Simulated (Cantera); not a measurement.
Low-pressure radical oxidation in H2/O2

An isothermal, constant-pressure homogeneous reactor starts with H2 : O2 : N2 = 0.027 : 1 : 3.1 (molar parts), at 900 K and 0.00290 bar.

Computed with Cantera and GRI-Mech 3.0 (53 species, 325 reactions). Radical loss at walls, strong at low pressure, is not modelled. Below about 950 K walls govern HO2 and H2O2 in real vessels.

```csv
t (s),x H2,x O2,x H2O2,x O,x NO,x N2O,x H
2.00e-6,0.00654,0.242,<1e-12,<1e-12,<1e-12,<1e-12,<1e-12
8.98e-6,0.00654,0.242,<1e-12,<1e-12,<1e-12,<1e-12,<1e-12
4.03e-5,0.00654,0.242,<1e-12,<1e-12,<1e-12,<1e-12,<1e-12
0.000181,0.00654,0.242,<1e-12,<1e-12,<1e-12,<1e-12,<1e-12
0.000814,0.00654,0.242,<1e-12,<1e-12,<1e-12,<1e-12,<1e-12
0.00366,0.00654,0.242,<1e-12,<1e-12,<1e-12,<1e-12,<1e-12
0.0164,0.00654,0.242,<1e-12,2.61e-12,<1e-12,<1e-12,2.04e-12
0.0737,0.00654,0.242,<1e-12,1.88e-10,<1e-12,<1e-12,9.10e-11
0.331,0.00501,0.241,6.64e-9,0.000648,1.96e-11,6.74e-12,0.000494
1.49,4.53e-5,0.239,2.02e-9,0.00155,1.11e-8,7.67e-10,0.000397
6.68,4.96e-6,0.240,1.80e-9,0.000195,1.33e-8,1.41e-9,1.54e-5
30.0,2.61e-7,0.240,1.09e-9,1.14e-5,1.34e-8,1.63e-9,2.15e-7
```
x: mole fraction; the columns are a selection and need not sum to one.

Equilibrium at this temperature and pressure: H2 <1e-12, O2 0.240, H2O2 <1e-12, O 4.93e-11, NO 9.69e-6, N2O 4.71e-11, H <1e-12 (gas phase only).
